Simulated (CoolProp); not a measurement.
Hexamethyldisiloxane (MM) at 514.99 K and 1.25 MPa is compressed adiabatically to 2.45 MPa with isentropic efficiency 0.7. Each further row changes one setting.

Model: reference Helmholtz-energy equation of state, Thol 2016, in CoolProp.

```
case             work (kJ/kg)  final temperature (K)  final density (kg/m³)
---------------  ------------  ---------------------  ---------------------
as stated                14.8                  542.4                    201
efficiency 1             10.4                  541.2                    208
efficiency 0.65          16.0                  542.7                    199
```
